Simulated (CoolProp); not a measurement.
Vapour-liquid equilibrium of CH2F2 (R32) (1) + dimethyl ether (2) at -17.25 °C; x and y are mole fractions of (1).

Model: multi-fluid Helmholtz-energy mixture model, Tillner-Roth 1997 and Wu 2011; pair parameters Bell 2016, in CoolProp.

```csv
x,"bubble pressure, mixture model (bar)","bubble pressure, Raoult's law (bar)","y, mixture model","y, Raoult's law"
0.05,(withheld),1.546,0.129,0.145
0.2,1.968,2.012,(withheld),0.447
0.35,2.451,2.478,0.623,0.635
0.5,2.942,2.943,(withheld),0.764
0.65,3.421,3.409,0.848,0.857
0.8,(withheld),3.875,0.920,0.928
0.95,4.341,4.341,0.981,0.984
```

Task: Some entries are withheld; supply them.

Result: 
- 0.05, bubble pressure, mixture model (bar): 1.524
- 0.2, y, mixture model: 0.426
- 0.5, y, mixture model: 0.754
- 0.8, bubble pressure, mixture model (bar): 3.884

The largest gap from Raoult's law is -2.2 % in bubble pressure, at x = 0.2. No azeotrope shows between x = 0.05 and 0.95.

The pair parameters rest on a limited set of measurements; away from them the model extrapolates.
